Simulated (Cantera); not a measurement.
A Cantera script and its output.

```python
import numpy as np
import cantera as ct

gas = ct.Solution("gri30.yaml", transport_model="multicomponent")
show = ['NH3', 'N2', 'CO2']

rows = []
print(f"{'T/K':>7s}{'rho':>11s}{'cp':>10s}{'mu':>11s}{'lambda':>11s}{'Pr':>7s}" + "".join(f"{'D_' + s:>11s}" for s in show))
for T in [400, 650, 900, 1150, 1400, 1650, 1900, 2150]:
    gas.TPX = T, 101325, {'O2': 0.43}
    Pr = gas.cp_mass * gas.viscosity / gas.thermal_conductivity
    D = [gas.mix_diff_coeffs_mole[gas.species_index(s)] for s in show]
    rows.append([gas.density, gas.cp_mass, gas.viscosity, gas.thermal_conductivity, Pr, *D])
    print(f"{T:7g}{gas.density:11.4e}{gas.cp_mass:10.1f}{gas.viscosity:11.4e}"
          f"{gas.thermal_conductivity:11.4e}{Pr:7.3f}" + "".join(f"{d:11.4e}" for d in D))
print("SI units: kg/m3, J/kg/K, Pa s, W/m/K, m2/s")
```

Output:

```
    T/K        rho        cp         mu     lambda     Pr      D_NH3       D_N2      D_CO2
    400 9.7487e-01     941.4 2.5629e-05 3.3889e-02  0.712 3.8535e-05 3.4534e-05 2.6397e-05
    650 5.9992e-01    1017.4 3.5981e-05 5.1551e-02  0.710 9.3779e-05 7.9115e-05 6.2102e-05
    900 4.3327e-01    1073.7 4.4705e-05 6.7676e-02  0.709 1.6633e-04 1.3664e-04 1.0842e-04
   1150 3.3908e-01    1108.6 5.2496e-05 8.2135e-02  0.709 2.5380e-04 2.0565e-04 1.6404e-04
   1400 2.7853e-01    1134.2 5.9661e-05 9.5570e-02  0.708 3.5469e-04 2.8518e-04 2.2813e-04
   1650 2.3633e-01    1155.4 6.6364e-05 1.0835e-01  0.708 4.6801e-04 3.7456e-04 3.0011e-04
   1900 2.0524e-01    1174.1 7.2707e-05 1.2067e-01  0.707 5.9304e-04 4.7323e-04 3.7954e-04
   2150 1.8137e-01    1191.7 7.8755e-05 1.3270e-01  0.707 7.2924e-04 5.8076e-04 4.6609e-04
SI units: kg/m3, J/kg/K, Pa s, W/m/K, m2/s
```

Detailed kinetics in Cantera: GRI-Mech 3.0 (53 species, 325 reactions).
